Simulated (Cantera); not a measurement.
A perfectly stirred reactor is fed with H2 : O2 = 0.0088 : 1 (molar parts), at 0.0128 atm; it is held at 1325 K, and followed from long to short residence time.

Cantera simulation using GRI-Mech 3.0 (53 species, 325 reactions); the numbers are that mechanism's predictions, not measurements. Radical loss at walls, strong at low pressure, is not modelled.

Question: What does this change do: O2 1 to 0.65 parts?

Answer: 
| quantity | before | after |
|---|---|---|
| x(H2) at τ = 0.980 s | 2.84e-5 | 4.24e-5 |
| x(O2) at τ = 0.980 s | 0.988 | 0.983 |
| x(H2O2) at τ = 0.980 s | 8.90e-9 | 1.32e-8 |
| x(H) at τ = 0.980 s | 6.18e-5 | 0.000101 |
| x(HO2) at τ = 0.980 s | 2.91e-7 | 3.98e-7 |
| x(H2) at τ = 81.0 ms | 0.000129 | 0.000170 |
| x(O2) at τ = 81.0 ms | 0.984 | 0.977 |
| x(H2O2) at τ = 81.0 ms | 1.28e-8 | 1.88e-8 |
| x(H) at τ = 81.0 ms | 0.000212 | 0.000419 |
| x(HO2) at τ = 81.0 ms | 4.64e-7 | 6.60e-7 |

Question: What does this change do: H2 0.0088 to 0.0016 parts?

Answer: 
```csv
quantity,before,after
x(H2) at τ = 0.980 s,2.84e-5,9.95e-6
x(O2) at τ = 0.980 s,0.988,0.997
x(H2O2) at τ = 0.980 s,8.90e-9,1.61e-9
x(H) at τ = 0.980 s,6.18e-5,5.79e-6
x(HO2) at τ = 0.980 s,2.91e-7,7.76e-8
x(H2) at τ = 81.0 ms,0.000129,8.04e-5
x(O2) at τ = 81.0 ms,0.984,0.997
x(H2O2) at τ = 81.0 ms,1.28e-8,2.83e-9
x(H) at τ = 81.0 ms,0.000212,1.13e-5
x(HO2) at τ = 81.0 ms,4.64e-7,1.16e-7
```
